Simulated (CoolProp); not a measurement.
n-perfluorohexane along the isobar 1.01 bar: Z from the reference equation and from simpler models built on Tc = 448.0 K, pc = 17.42 bar, ω = 0.497; each cubic takes its own stable root.

Values from CoolProp's reference Helmholtz-energy equation of state, Gao 2022.

```
T (K)   phase  reference
-----  ------  ---------
273.5  liquid   0.008597
281.8  liquid   0.008457
290    liquid   0.008330
298.2  liquid   0.008216
306.4  liquid   0.008112
314.6  liquid   0.008021
322.8  liquid   0.007940
331.1     gas     0.9383
339.3     gas     0.9437
347.5     gas     0.9484
355.7     gas     0.9526
363.9     gas     0.9564
372.1     gas     0.9598
380.3     gas     0.9628
388.6     gas     0.9656
```

**Question.** How far does each simpler model (van der Waals, Redlich-Kwong, Peng-Robinson) lie from the reference over these 15 states: mean and median of the absolute difference, and the worst?

**Answer.** 
- van der Waals: mean 5357.3 %, median 2.7 %, worst +12010.8 % at 322.8 K and 1.01 bar
- Redlich-Kwong: mean 2340.8 %, median 1.5 %, worst +11845.8 % at 322.8 K and 1.01 bar
- Peng-Robinson: mean 1.1 %, median 0.2 %, worst +2.3 % at 273.5 K and 1.01 bar

At some of these states van der Waals, Redlich-Kwong gives the other phase, because its saturation line lies elsewhere.
